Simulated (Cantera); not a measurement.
Feed: 1 mol AlN, 0.88 mol O2, equilibrated at 20.0 mbar.

Method: chemical equilibrium by Gibbs-energy minimisation in Cantera with the NASA 1993 tables (ideal gas, pure condensed phases). Candidate condensed phases: Al, AlN, Al2O3; 16 gas species. Equilibrium is a limit: real reactors are often held back by kinetics, nucleation or transport.

x: gas mole fraction; n: condensed amount in mol.

```csv
T (K),x N2,x O2,x NO,x O,x NO2,x N2O,n Al2O3(s)
700,0.794,0.206,2.80e-7,<1e-12,…,5.25e-12,0.500
900,0.794,0.206,9.17e-6,1.73e-11,…,1.20e-10,0.500
1100,0.794,0.206,8.46e-5,8.01e-9,…,9.03e-10,0.500
1300,0.793,0.206,0.000394,5.68e-7,…,3.71e-9,0.500
1500,0.793,0.206,0.00122,1.30e-5,…,1.06e-8,0.500
1700,0.792,0.205,0.00287,0.000143,…,2.38e-8,0.500
1900,0.790,0.203,0.00565,0.000950,…,4.55e-8,0.500
2100,0.787,0.199,0.00968,0.00438,…,7.66e-8,0.500
```

**Question.** Some entries are withheld; supply them.

**Answer.** 
- 700, x NO2: 4.24e-8
- 900, x NO2: 1.51e-7
- 1100, x NO2: 3.40e-7
- 1300, x NO2: 6.00e-7
- 1500, x NO2: 9.14e-7
- 1700, x NO2: 1.26e-6
- 1900, x NO2: 1.62e-6
- 2100, x NO2: 1.97e-6
